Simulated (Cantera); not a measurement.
Gas mixture: CO2 : N2O = 0.49 : 0.18 (molar parts), at 100.0 Torr, frozen composition.

Cantera's kinetic-theory transport with the Lennard-Jones parameters of GRI-Mech 3.0, ideal gas; thermal conductivity in the multicomponent form. The composition is frozen, though it would react at the higher temperatures.

D: mixture-averaged diffusion coefficient of that species in the mixture.

```tsv
T (K)	ρ (kg/m³)	cp (J/kg/K)	μ (µPa s)	λ (mW/m/K)	Pr	D (cm²/s) NH3	D (cm²/s) CH3	D (cm²/s) C2H2
400	0.176	946.6	19.7	25.3	0.737	2.14	2.24	1.61
650	0.109	1109	29.5	44.5	0.736	5.41	5.33	3.89
900	0.0784	1210	___	___	0.735	___	___	___
1150	0.0614	1274	44.9	78.1	0.733	15.2	14.2	10.5
1400	0.0504	1317	51.5	92.7	0.731	21.4	19.7	14.6
1650	0.0428	1348	___	___	0.730	___	___	___
```

Question: Complete the blanks.

Answer: 
- 900, μ (µPa s): 37.7
- 900, λ (mW/m/K): 62.2
- 900, D (cm²/s) NH3: 9.81
- 900, D (cm²/s) CH3: 9.34
- 900, D (cm²/s) C2H2: 6.87
- 1650, μ (µPa s): 57.5
- 1650, λ (mW/m/K): 106
- 1650, D (cm²/s) NH3: 28.3
- 1650, D (cm²/s) CH3: 26.0
- 1650, D (cm²/s) C2H2: 19.3
